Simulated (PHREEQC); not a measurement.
1 kg of water holding 0.042 mol Na2SO4 and 0.12 mol K2SO4 is evaporated at 40 °C; the solids stay in contact with the brine. CO2 from the air is kept out. Only these solids could form: Arcanite, Glaserite, Mirabilite, Misenite, Thenardite.

Computed with PHREEQC (Pitzer model, pitzer.dat).

Q: Predict ionic strength at water left (kg) = 0.3082, 0.1407, 0.02407.

A: 
```tsv
water left (kg)	ionic strength
0.3082	1.58
0.1407	3.30
0.02407	4.11
```

Constants without temperature data keep their 25 °C values here.
